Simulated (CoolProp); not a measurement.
The numbers come from the reference Helmholtz-energy equation of state, Zhou 2012 in CoolProp.

Q: For m-xylene, give the phase and the density (kg/m³), cp (kJ/(kg K)), fugacity coefficient at 120.75 °C and 0.884 MPa; 258.25 °C and 0.884 MPa.

A: 
- 120.75 °C and 0.884 MPa: liquid; density 774, cp 2.04, fugacity coefficient 0.0686
- 258.25 °C and 0.884 MPa: gas; density 25.7, cp 2.17, fugacity coefficient 0.852
